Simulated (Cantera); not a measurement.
Input: 1 mol HMDSO, 3.1 mol N₂O, 0.81 mol H₂, 1.8 mol CO₂, held at 46000 Pa.

Equilibrium computed with Cantera from the NASA thermochemical tables; the gas is ideal and each condensed phase is pure. Candidate condensed phases: C, C₆H₆, C₇H₈, C₈H₁₈, H₂O, Si, SiC, SiO₂, Si₂N₂O, Si₃N₄; 151 gas species. The feed counts by its element totals alone. The tables hold silica as quartz up to 1696 K and as liquid above; real silica turns to tridymite and cristobalite and melts near 1996 K. Kinetics and transport are ignored.

Over these rows the condensed part is C(graphite) + SiO₂(β-quartz). Partial pressures as log10 of bar:

| T (K) | 1000/T (1/K) | log p H₂O | log p H₂ | log p CO | log p N₂ |
|---|---|---|---|---|---|
| 975 | 1.0256 | -1.89 | -0.59 | -1.08 | -1.04 |
| 1050 | 0.9524 | ? | -0.58 | -1.02 | -1.06 |
| 1125 | 0.8889 | -2.76 | -0.57 | -1.00 | -1.06 |
| 1200 | 0.8333 | -3.15 | -0.57 | -0.99 | -1.06 |
| 1275 | 0.7843 | -3.49 | -0.57 | -0.99 | -1.07 |
| 1350 | 0.7407 | -3.80 | -0.57 | -0.99 | -1.07 |

Q: Fit log p(H₂O) = a + b·(1000/T) to the five rows, give the apparent enthalpy, and predict the row at 1050 K.

A: Means: 1000/T = 0.8546, log p = -3.018. Sxy = 0.326800, Sxx = 0.0487865, so b = 6.70 and a = -3.018 − (6.70)×0.8546 = -8.74.
Apparent enthalpy: −19.145 × (6.70) = -128 kJ/mol. With the condensed phases at unit activity, H₂(g) + CO(g) = H₂O(g) + C(graphite) links this pressure to the main gases: over the six rows their terms move log p by +0.11 in all, so the slope isn't that reaction's ΔH° alone. The five rows lie within 0.02 of the line.
Prediction at 1050 K: -8.74 + (6.70)×0.9524 = -2.36. The computed value is -2.33, 0.03 from the line.
